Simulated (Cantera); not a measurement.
# Si(CH₃)₄ + H₂ (silicon carbide growth)

Input: 1 mol Si(CH₃)₄, 3.6 mol H₂, held at 1.33 mbar.

Method: chemical equilibrium by Gibbs-energy minimisation in Cantera with the NASA 1993 tables (ideal gas, pure condensed phases). Candidate condensed phases: C, C₆H₆, C₇H₈, C₈H₁₈, Si, SiC; 87 gas species. Gases not in the tables: Si₂H₆ and higher silanes. The numbers say what is thermodynamically allowed, not how fast it happens.

```tsv
T (K)	log p H₂	log p H	log p Si	log p SiC₂	log p C₂H₂ (acetylene)	log p Si₂C	log p SiH	log p CH₄	n C(graphite)	n SiC(s)
948	-2.88	-10.72	<-14	<-14	-12.46	<-14	<-14	-6.52	3.00	1.00
1098	-2.88	-9.04	<-14	<-14	-10.77	<-14	<-14	-7.19	3.00	1.00
1248	-2.88	-7.77	-13.76	<-14	-9.49	<-14	-14.15	-7.70	3.00	1.00
1398	-2.88	-6.76	-11.43	-14.60	-8.49	-14.62	-12.17	-8.11	3.00	1.00
1548	-2.88	-5.95	-9.56	-12.14	-7.68	-12.22	-10.57	-8.44	3.00	1.000
1698	-2.88	-5.28	-8.02	-10.13	-7.02	-10.24	-9.26	-8.71	3.00	1.000
1848	-2.88	-4.72	-6.73	-8.45	-6.47	-8.59	-8.17	-8.94	3.00	0.999
1998	-2.90	-4.24	-5.64	-7.02	-6.02	-7.20	-7.25	-9.16	3.00	0.981
2148	-2.93	-3.85	-4.70	-5.80	-5.65	-6.01	-6.47	-9.40	3.12	0.814
2298	-3.03	-3.53	-4.05	-4.91	-5.40	-5.31	-6.00	-9.73	3.67	0
2448	-3.15	-3.28	-4.10	-4.75	-5.22	-5.93	-6.22	-10.10	3.50	0
```
log p: log10 of the partial pressure in bar; n: condensed amount in mol.

From 948 K to 2148 K the condensed part is C(graphite) + SiC(s). From 2298 K to 2448 K the condensed part is C(graphite).
